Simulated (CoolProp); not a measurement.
A single-stage vapour-compression cycle with R11: evaporating at 309.15 K (dew point), condensing at 363.15 K (bubble point), superheat 2 K, subcooling 5 K, compressor efficiency 0.85, no pressure losses. Each further row changes one setting.

Model: reference Helmholtz-energy equation of state, Jacobsen 1992, in CoolProp.

| case | cooling COP | pressure ratio | discharge temperature (K) | refrigerating effect (kJ/kg) | volumetric capacity (kJ/m³) |
|---|---|---|---|---|---|
| as stated | 4.11 | 4.30 | 373.7 | 133 | 1140 |
| evaporating temperature 314.15 K | (withheld) | 3.67 | 372.4 | 135 | (withheld) |
| condensing temperature 358.15 K | (withheld) | 3.84 | (withheld) | 137 | 1180 |
| subcooling 10 K | 4.26 | 4.30 | 373.7 | 137 | 1180 |
| superheat 12 K | 4.14 | 4.30 | (withheld) | (withheld) | (withheld) |
| compressor efficiency 0.75 | (withheld) | 4.30 | 379.8 | 133 | 1140 |

Some entries are withheld; supply them.


- evaporating temperature 314.15 K, cooling COP: 4.69
- evaporating temperature 314.15 K, volumetric capacity (kJ/m³): 1340
- condensing temperature 358.15 K, cooling COP: 4.64
- condensing temperature 358.15 K, discharge temperature (K): 368.3
- superheat 12 K, discharge temperature (K): 384.5
- superheat 12 K, refrigerating effect (kJ/kg): 139
- superheat 12 K, volumetric capacity (kJ/m³): 1150
- compressor efficiency 0.75, cooling COP: 3.63
